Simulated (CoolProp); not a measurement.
Vapour-liquid equilibrium of benzene (1) + toluene (2) at 224.05 °C; x and y are mole fractions of (1).

Model: multi-fluid Helmholtz-energy mixture model, Thol 2012 and Lemmon 2006; pair parameters Bell 2016, in CoolProp.

```tsv
x	bubble pressure (MPa)	y at the bubble point	dew pressure at overall composition x (MPa)	liquid density (mol/L)
0.05	1.168	0.076	1.153	7.015
0.15	1.255	0.215	1.213	7.102
0.25	[?]	0.341	1.278	7.190
0.35	[?]	0.454	1.351	[?]
0.45	1.528	0.558	[?]	7.370
0.55	1.623	0.652	[?]	[?]
0.65	1.720	0.740	1.620	7.554
0.75	1.819	0.820	[?]	7.647
0.85	1.921	0.896	1.858	7.742
0.95	2.026	0.966	2.001	7.837
```

**Question.** What belongs in the gaps?

**Answer.** 
- 0.25, bubble pressure (MPa): 1.344
- 0.35, bubble pressure (MPa): 1.435
- 0.35, liquid density (mol/L): 7.279
- 0.45, dew pressure at overall composition x (MPa): 1.431
- 0.55, dew pressure at overall composition x (MPa): 1.520
- 0.55, liquid density (mol/L): 7.461
- 0.75, dew pressure at overall composition x (MPa): 1.732

No azeotrope shows between x = 0.05 and 0.95.

Pair parameters are fitted to limited data, so mixtures are less certain than the pure fluids.
